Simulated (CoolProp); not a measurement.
A Linde-Hampson liquefier for oxygen: isothermal reversible compression at 290 K from 1 atm to 25 MPa, throttling to 1 atm, return gas leaving the recuperator 0 K below the feed. Each further row changes one setting.

Values from CoolProp's reference Helmholtz-energy equation of state, Schmidt 1985.

| case | liquid yield per pass | compression work (kJ/kg of gas) |
|---|---|---|
| as stated | 0.136 | 406 |
| high pressure 50 MPa | 0.177 | 459 |
| warm-end temperature 320 K | 0.103 | 453 |
| warm-end gap 5 K | 0.126 | 406 |

Above 300 K oxygen's equation is extrapolated.
